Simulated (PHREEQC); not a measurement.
0.97 g of hydrous ferric oxide (600 m²/g; 0.2 weak and 0.005 strong sites per Fe, Dzombak-Morel constants, diffuse double layer) in 1 kg of water with 0.3 mol/kgw of an inert sodium salt and 0.47 mmol/kgw ZnSO4, 0.0057 mmol/kgw CaCl2 and 0.0032 mmol/kgw ZnCl2, at 25 °C; the pH is set by adding NaOH or the inert anion's acid. Oxygen is held at 0.21 atm. No CO2 enters from the air. No solid was allowed to form.

The series has 17 steps of pH, from 4 to 12.

Model: ion-association model, wateq4f.dat, run in PHREEQC.

Near which pH is half of the S sorbed, and on which side is more sorbed?

Near pH 5.6, with more sorbed at lower pH.

Near which pH is half of the Zn sorbed, and on which side is more sorbed?

Near pH 6.4, with more sorbed at higher pH.

Near which pH is half of the Ca sorbed, and on which side is more sorbed?

Near pH 9.1, with more sorbed at higher pH.

Along this series the solution becomes supersaturated in solids that the run did not let form, among them Zn(OH)2-e.
